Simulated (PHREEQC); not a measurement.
PHREEQC input (ion-association model, wateq4f.dat):

```
SOLUTION_SPECIES
  SO4-2 + 10H+ + 8e- = H2S + 4H2O  # shut off: sulfate is not reduced
    -log_k -100
    -delta_h 0
    -analytic -100
SOLUTION 1
  temp 25
  units mol/kgw
  pH 7 charge
  F 0.0032
  Cl 0.178
  Ni 0.089
SOLUTION 2
  temp 25
  units mol/kgw
  pH 7 charge
  Cl 0.005
  Ni 0.0025
  S(6) 0.00021
  Fe(2) 0.00021
END
SELECTED_OUTPUT 1
  -reset false
  -pH true
  -pe true
  -ionic_strength true
  -water true
  -totals Cl F Fe Ni S Fe(2) Fe(3) S(-2) S(6)
  -molalities H+ Cl- F- Fe+2 Ni+2 SO4-2 Fe+3 FeOH+2 FeOH+ Fe(OH)3-
    FeSO4+ FeCl+2 FeCl2+ FeCl3 FeSO4 HSO4- H2S HS- S-2 O2
    Fe(OH)2+ Fe(OH)3 Fe(OH)4- Fe(OH)2 FeHSO4+ OH- FeHSO4+2 FeF+2 FeF2+ FeF3
    HF HF2- Fe(SO4)2- Fe2(OH)2+4 Fe3(OH)4+5 FeF+ NiCl+ NiF+ NiOH+ Ni(OH)2
    Ni(OH)3- NiSO4 Fe(HS)2 Fe(HS)3- NiCl2 Ni(SO4)2-2 H2F2 FeCl+
  -equilibrium_phases Ni(OH)2 Ni4(OH)6SO4 Melanterite Morenosite
PRINT
  -reset false
MIX 1
  1 1
  2 0
EQUILIBRIUM_PHASES 1
  Ni(OH)2 0 0
  Ni4(OH)6SO4 0 0
  Melanterite 0 0
  Morenosite 0 0
END
# ... the last block is repeated for the other 10 points of share of solution B
```

Selected output (columns that matter, 11 of 11 rows; share of solution B added in front):

```
share of solution B	pH	mu	Cl	F	Fe	Ni	S	m_H+	m_Cl-	m_F-	m_Fe+2	m_Ni+2	m_SO4-2	m_OH-
0	2.8791	0.24204	0.178	0.0032	0	0.089	0	0.0016716	0.16389	0.0011646	0	0.076979	0	1.0913e-11
0.1	2.9138	0.22045	0.1607	0.00288	2.1e-05	0.08035	2.1e-05	0.0015364	0.14903	0.0010924	1.9694e-05	0.070271	9.7042e-06	1.1696e-11
0.2	2.9524	0.19847	0.1434	0.00256	4.2e-05	0.0717	4.2e-05	0.0013984	0.13394	0.0010158	3.955e-05	0.063407	1.9799e-05	1.2636e-11
0.3	2.9962	0.17611	0.1261	0.00224	6.3e-05	0.06305	6.3e-05	0.0012569	0.11863	0.00093396	5.9583e-05	0.056387	3.0352e-05	1.3794e-11
0.4	3.0467	0.15335	0.1088	0.00192	8.4e-05	0.0544	8.4e-05	0.0011113	0.10309	0.00084601	7.981e-05	0.049208	4.1466e-05	1.5266e-11
0.5	3.1065	0.13021	0.0915	0.0016	0.000105	0.04575	0.000105	0.00096053	0.08733	0.00075066	0.00010025	0.041866	5.33e-05	1.7222e-11
0.6	3.18	0.10667	0.0742	0.00128	0.000126	0.0371	0.000126	0.00080304	0.071341	0.00064599	0.00012094	0.034358	6.6133e-05	1.9988e-11
0.7	3.2755	0.082714	0.0569	0.00096	0.000147	0.02845	0.000147	0.00063646	0.055122	0.00052903	0.00014189	0.026677	8.0493e-05	2.4298e-11
0.8	3.4123	0.058333	0.0396	0.00064	0.000168	0.0198	0.000168	0.00045663	0.038668	0.00039449	0.00016316	0.018812	9.7568e-05	3.2266e-11
0.9	3.6547	0.033489	0.0223	0.00032	0.000189	0.01115	0.000189	0.0002546	0.021965	0.00023099	0.00018475	0.010744	0.00012081	5.3957e-11
1	6.2713	0.0081307	0.005	0	0.00021	0.0025	0.00021	5.8217e-07	0.0049775	0	0.00020594	0.0024403	0.00016898	2.0575e-08
```

Fluoro complexes past AlF4- and FeF3 are missing from the database.
